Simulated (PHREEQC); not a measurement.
NaOH is added in steps, without added water, to 1 kg of water holding 150 mmol/kgw Cu(NO3)2, 0.042 mmol/kgw H2SO4 and 47 mmol/kgw NaCl, at 58 °C. O2 is buffered at 0.21 atm. The system is closed to CO2. The run lets Cu(OH)2, Brochantite, Antlerite, Atacamite, Cu2(OH)3NO3, Halite, Mirabilite, Chalcanthite precipitate or redissolve, and no other solid.

Base run: PHREEQC, ion-association model, wateq4f.dat. Each further column changes one thing. The table gives pH.

```json
[
 {"NaOH added (mol)": "0", "base": "3.55", "Davies equation for every ion": "3.50", "Debye-Hückel limiting law": "4.05", "all activity coefficients set to 1": "3.18"},
 {"NaOH added (mol)": "0.03", "base": "3.61", "Davies equation for every ion": "3.57", "Debye-Hückel limiting law": "4.18", "all activity coefficients set to 1": "3.23"},
 {"NaOH added (mol)": "0.05", "base": "3.66", "Davies equation for every ion": "3.62", "Debye-Hückel limiting law": "4.22", "all activity coefficients set to 1": "3.28"},
 {"NaOH added (mol)": "0.08", "base": "3.75", "Davies equation for every ion": "3.72", "Debye-Hückel limiting law": "4.30", "all activity coefficients set to 1": "3.37"},
 {"NaOH added (mol)": "0.11", "base": "3.90", "Davies equation for every ion": "3.87", "Debye-Hückel limiting law": "4.42", "all activity coefficients set to 1": "3.51"},
 {"NaOH added (mol)": "0.13", "base": "4.09", "Davies equation for every ion": "4.07", "Debye-Hückel limiting law": "4.59", "all activity coefficients set to 1": "3.65"},
 {"NaOH added (mol)": "0.16", "base": "4.21", "Davies equation for every ion": "4.19", "Debye-Hückel limiting law": "4.70", "all activity coefficients set to 1": "3.76"},
 {"NaOH added (mol)": "0.19", "base": "4.38", "Davies equation for every ion": "4.37", "Debye-Hückel limiting law": "4.84", "all activity coefficients set to 1": "3.94"},
 {"NaOH added (mol)": "0.21", "base": "4.62", "Davies equation for every ion": "4.61", "Debye-Hückel limiting law": "5.06", "all activity coefficients set to 1": "4.19"},
 {"NaOH added (mol)": "0.24", "base": "6.35", "Davies equation for every ion": "6.39", "Debye-Hückel limiting law": "6.25", "all activity coefficients set to 1": "6.54"},
 {"NaOH added (mol)": "0.27", "base": "7.13", "Davies equation for every ion": "7.17", "Debye-Hückel limiting law": "7.00", "all activity coefficients set to 1": "7.31"},
 {"NaOH added (mol)": "0.29", "base": "7.47", "Davies equation for every ion": "7.50", "Debye-Hückel limiting law": "7.33", "all activity coefficients set to 1": "7.65"},
 {"NaOH added (mol)": "0.32", "base": "11.19", "Davies equation for every ion": "11.24", "Debye-Hückel limiting law": "11.05", "all activity coefficients set to 1": "11.38"}
]
```

At this temperature some constants are extrapolated from 25 °C, and those without enthalpy data are left unchanged. The database's constant for dissolved Cu(OH)2 is higher than later reviews accept.
